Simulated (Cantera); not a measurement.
A diamond (100) surface in a fixed gas of H2 with x(CH4) = 0.028, x(CH3) = 1.2e-05, at 1123 K, 0.0957 atm; coverages are run to steady state.

Cantera simulation using the Harris–Goodwin 1993 mechanism for the reconstructed diamond (100) surface; the numbers are that mechanism's predictions, not measurements.

One state of this run: growth (µm/h) = 0.674; θ c6HH = 0.497; θ c6H* = 0.0301; θ c6*H = 0.452; θ c6** = 0.0199; θ c6HM = 0.000838. θ: site fractions in the mechanism's names (c6HH fully hydrogenated, c6H* and c6*H radical sites, c6** diradical, c6HM methylated).

Problem. Which value of x(H) does it belong to?
(A) 0.025
(B) 0.0032
(C) 0.0001
(D) 0.0002

Solution. B, 0.0032
